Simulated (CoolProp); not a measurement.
Values from CoolProp's reference Helmholtz-energy equation of state, Lemmon 2003. It is a pseudo-pure fit of the blend.

Q: For R507A, give the phase and the Z, cp (kJ/(kg K)), conductivity (mW/(m K)) at 398.3 K and 98 bar; 466.1 K and 98 bar.

A: 
- 398.3 K and 98 bar: supercritical; Z 0.491, cp 1.90, conductivity 43.9
- 466.1 K and 98 bar: supercritical; Z 0.742, cp 1.48, conductivity 37.6

Thermal conductivity comes from a separate model (Geller 2001).
